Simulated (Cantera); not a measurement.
Charge: 1 mol SiCl₄, a varied amount of NH₃, equilibrated at 75.0 Torr.

Method: chemical equilibrium by Gibbs-energy minimisation in Cantera with the NASA 1993 tables (ideal gas, pure condensed phases). Candidate condensed phases: NH₄Cl, Si, Si₃N₄; 28 gas species. The tables' values for SiCl₃ are old estimates. Rates play no part.

Question: What condenses at these points (T in K, n(NH₃) in mol): (1800, 14); (1875, 18); (1625, 11); (1875, 6.6); (1800, 14); (1850, 8)?

Answer: 
```
T (K)  n(NH₃) in mol  condensed phases  Si condensed (%)
-----  -------------  ----------------  ----------------
1800              14             Si₃N₄              36.5
1875              18                Si              27.3
1625              11             Si₃N₄              75.6
1875             6.6          gas only               0.0
1800              14             Si₃N₄              36.5
1850               8             Si₃N₄               0.9
```
